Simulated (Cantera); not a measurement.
Input (Python, Cantera):

```python
import numpy as np
import cantera as ct

gas = ct.Solution("SiF4_NH3_mec.yaml", "gas")
gas.TPX = 1650, 100000, {'NH3': 1, 'N2': 0.53}
reactor = ct.IdealGasConstPressureReactor(gas, energy="off", clone=False)
net = ct.ReactorNet([reactor])
net.rtol, net.atol = 1e-08, 1e-18
show = ['NH3', 'H2', 'H', 'N2', 'N2H2', 'N']
times = np.geomspace(4e-05, 80, 15)

steps = ct.SolutionArray(gas, extra=["t"])
rows = []
print(f"{'t/s':>10s}{'T/K':>9s}{'P/Pa':>11s}" + "".join(f"{s:>11s}" for s in show))
for t in times:
    while net.time < t:
        t_next = net.step()
        steps.append(gas.state, t=t_next)
    rows.append([np.interp(t, steps.t, y) for y in (steps.T, steps.P, *steps(*show).X.T)])
    print(f"{t:10.3e}{rows[-1][0]:9.1f}{rows[-1][1]:11.4g}" + "".join(f"{x:11.3e}" for x in rows[-1][2:]))
rate = np.gradient(steps.T, steps.t)
print("integrator steps:", len(steps.t))
if steps.T.max() > steps.T[0] + 200:
    print(f"time of steepest temperature rise: {steps.t[rate.argmax()]:.4e} s")
gas.TPX = 1650, 100000, {'NH3': 1, 'N2': 0.53}
gas.equilibrate("TP")
print(f"equilibrium (TP): T = {gas.T:.1f} K  " + "  ".join(f"{s} {gas[s].X[0]:.3e}" for s in show))
```

Output:

```
       t/s      T/K       P/Pa        NH3         H2          H         N2       N2H2          N
 4.000e-05   1650.0      1e+05  6.536e-01  2.660e-06  1.002e-08  3.464e-01  6.140e-10  4.561e-14
 1.128e-04   1650.0      1e+05  6.536e-01  7.575e-06  1.023e-08  3.464e-01  6.521e-09  1.337e-12
 3.178e-04   1650.0      1e+05  6.535e-01  2.292e-05  1.216e-08  3.464e-01  5.848e-08  1.582e-11
 8.959e-04   1650.0      1e+05  6.534e-01  9.367e-05  2.498e-08  3.464e-01  3.556e-07  7.277e-11
 2.526e-03   1650.0      1e+05  6.530e-01  4.472e-04  6.201e-08  3.464e-01  6.340e-07  2.159e-10
 7.119e-03   1650.0      1e+05  6.518e-01  1.541e-03  1.495e-07  3.465e-01  6.394e-07  5.233e-10
 2.007e-02   1650.0      1e+05  6.484e-01  4.607e-03  3.917e-07  3.468e-01  6.330e-07  1.360e-09
 5.657e-02   1650.0      1e+05  6.391e-01  1.310e-02  1.054e-06  3.477e-01  6.153e-07  3.429e-09
 1.595e-01   1650.0      1e+05  6.139e-01  3.592e-02  2.813e-06  3.501e-01  5.693e-07  7.203e-09
 4.495e-01   1650.0      1e+05  5.517e-01  9.232e-02  7.241e-06  3.558e-01  4.652e-07  1.110e-08
 1.267e+00   1650.0      1e+05  4.254e-01  2.069e-01  1.701e-05  3.676e-01  2.900e-07  1.272e-08
 3.572e+00   1650.0      1e+05  2.491e-01  3.668e-01  3.337e-05  3.839e-01  1.136e-07  1.122e-08
 1.007e+01   1650.0      1e+05  1.050e-01  4.976e-01  5.126e-05  3.973e-01  2.484e-08  7.162e-09
 2.838e+01   1650.0      1e+05  3.574e-02  5.604e-01  6.302e-05  4.038e-01  3.405e-09  3.222e-09
 8.000e+01   1650.0      1e+05  1.167e-02  5.822e-01  6.804e-05  4.060e-01  3.925e-10  1.187e-09
integrator steps: 1463
equilibrium (TP): T = 1650.0 K  NH3 1.183e-05  H2 5.928e-01  H 7.041e-05  N2 4.071e-01  N2H2 5.030e-14  N 1.266e-12
```

Model: the gas-phase N/H chemistry of the illustrative SiF4/NH3 mechanism in the Surface Chemkin manual (1991), integrated in Cantera. Walls and surfaces, which speed up NH3 decomposition in real reactors, are not modelled.
